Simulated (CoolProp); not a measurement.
Saturation properties of n-decane.

Model: reference Helmholtz-energy equation of state, Lemmon 2006, in CoolProp. It is a short technical equation, of lower accuracy than the large ones.

| T (°C) | p (MPa) | enthalpy of vaporisation (kJ/kg) | surface tension (mN/m) | vapour viscosity (µPa s) |
|---|---|---|---|---|
| 60.65 | 0.001578 | 341.5 | 20.1 | 5.87 |
| 83.45 | 0.004764 | 329.1 | 18.0 | 6.25 |
| 106.15 | 0.01217 | 316.6 | 16.0 | 6.62 |
| 128.85 | 0.02727 | 303.8 | 14.1 | 6.99 |
| 151.55 | 0.05498 | 290.5 | 12.2 | 7.35 |
| 174.35 | 0.1019 | 276.2 | 10.4 | 7.72 |
| 197.05 | 0.1754 | 260.9 | 8.63 | 8.09 |
| 219.75 | 0.2848 | 244.1 | 6.95 | 8.49 |
| 242.45 | 0.4402 | 225.1 | 5.37 | 8.95 |

It boils at 174.1 °C under 1 atm.

Viscosity comes from a separate model (Huber 2004). Surface tension comes from a separate correlation (Mulero 2012).
